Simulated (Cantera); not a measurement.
Cantera run:

```python
import numpy as np
import cantera as ct

gas_names = """
    F F2 H HF H2 H2F2 H3F3 H4F4 H5F5 H6F6 H7F7 N NF NF2 NF3 NH NH2 NH3 N2 N2H2 N2H4
""".split()
cond_names = """

""".split()


# ... load() reads the species with a 1 bar reference pressure and builds the phases ...
atoms = {
    'NF3': {'N': 1, 'F': 3},
    'H2': {'H': 2},
    'N2': {'N': 2},
}
top_T = {}  # K; cautious upper limits of use, not melting points


# ... equilibrate(T, P, feed) seeds the gas with the atoms and calls Mixture.equilibrate('TP', solver="vcs", rtol=1e-11, max_steps=5000) ...
results = []
feed = {'NF3': 1, 'H2': 0.049, 'N2': 3.2}  # mol
T = 2175  # K
P = 6700000  # Pa
mix = equilibrate(T, P, feed)
results.append((T, P, feed, dict(zip(mix.species_names, mix.species_moles))))
x = sorted(zip(gas.X, gas.species_names), reverse=True)
print(f"T = {T:g} K  P = {P:g} Pa  gas = {mix.phase_moles(0):.4g} mol")
print("   x: " + "  ".join(f"{s} {v:.3e}" for v, s in x if v > 1e-06))
print("   condensed (mol): " + ("  ".join(f"{mix.phase(i).name} {mix.phase_moles(i):.4g}"
      for i in range(1, mix.n_phases) if mix.phase_moles(i) > 1e-12) or "none"))
```

Result:

```
T = 2175 K  P = 6.7e+06 Pa  gas = 6.556 mol
   x: N2 5.644e-01  F 3.987e-01  F2 2.191e-02  HF 1.495e-02  NF2 5.435e-05  NF3 1.946e-05  NF 2.107e-06
   condensed (mol): none
```

These are equilibrium values from Cantera (NASA tables, ideal gas, pure condensed phases), not measurements of a reactor. The ideal-gas law is rough above about 30 bar.
